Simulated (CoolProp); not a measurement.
Vapour-liquid equilibrium of ethanol (1) + n-heptane (2) at 0.67 MPa; x and y are mole fractions of (1).

Values from CoolProp's multi-fluid Helmholtz-energy mixture model, Schroeder 2014 and Span 2003; pair parameters Bell 2016.

Give the bubble temperature and the first vapour's composition at x = 0.05, 0.35, 0.8. Is there an azeotrope?

x = 0.05: 162.9 °C, y = 0.263; x = 0.35: 137.9 °C, y = 0.624; x = 0.8: 133.9 °C, y = 0.797. y crosses x between x = 0.65 and 0.8: the model has an azeotrope there.

Pair parameters are fitted to limited data, so mixtures are less certain than the pure fluids. With so large a gap from Raoult's law the liquid may split in two, which this calculation doesn't test in full.
